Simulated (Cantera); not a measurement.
Thermodynamics of chlorosilane synthesis and conversion, feed Si + HCl + H2

Charge: 1 mol Si, 1 mol HCl, 20 mol H2, at 898.15 K and 1 atm.

Method: chemical equilibrium by Gibbs-energy minimisation in Cantera with the NASA 1993 tables (ideal gas, pure condensed phases). Candidate condensed phases: Si; 19 gas species. The tables' values for SiCl3 are old estimates; treat these amounts as uncertain. Kinetics and transport are ignored.

The x(H2) is 0.984 and the x(SiHCl3) comes out as 0.00707. The x(SiCl4) is 0.00576 and the x(HCl) is 0.00223. The x(SiH2Cl2) is 0.000821 and the x(SiCl3) is 2.86e-5. The x(SiH3Cl) comes out as 2.32e-5 and the x(SiCl2) comes out as 6.86e-6. The n(Si(s)) comes out as 0.716 mol and the gas amount comes out as 20.72 mol.
